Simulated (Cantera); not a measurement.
Standard-state values (1 bar) from the NASA 1993 polynomials, evaluated with Cantera. Values are per mole of reaction as written; species without (g) are pure solids or liquids, kept so even where they would boil at 1 bar.

Task: Between 673 and 1473 K, where is each reaction favourable under standard conditions?
- 12 F(g) + Si3N4 → 4 NF3(g) + 3 Si

Result: 
- 12 F(g) + Si3N4 → 4 NF3(g) + 3 Si: ΔG° is -105 kJ at 673 K and 671 kJ at 1473 K; it changes sign between 773 and 873 K. ΔH° is -765 kJ and ΔS° -975 J/K at 1473 K.
